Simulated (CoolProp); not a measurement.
Vapour-liquid equilibrium of dimethyl ether (1) + R236FA (2) at 191.7 K; x and y are mole fractions of (1).

Computed with CoolProp (multi-fluid Helmholtz-energy mixture model, Wu 2011 and Pan 2012; pair parameters Bell 2016).

```tsv
x	bubble pressure (kPa)	y at the bubble point	dew pressure at overall composition x (kPa)	liquid density (mol/L)
0.05	0.6120	0.090	0.6007	11.26
0.2	0.7351	[?]	0.6489	12.01
0.35	[?]	0.661	0.7157	[?]
0.5	1.396	[?]	0.8123	13.75
0.65	2.000	0.944	0.9639	[?]
0.8	2.720	0.984	1.244	15.88
0.95	3.405	0.998	2.076	17.11
```

Fill in the missing entries.


- 0.2, y at the bubble point: 0.385
- 0.35, bubble pressure (kPa): 0.9786
- 0.35, liquid density (mol/L): 12.84
- 0.5, y at the bubble point: 0.848
- 0.65, liquid density (mol/L): 14.76

No azeotrope shows between x = 0.05 and 0.95.

The pair parameters rest on a limited set of measurements; away from them the model extrapolates.
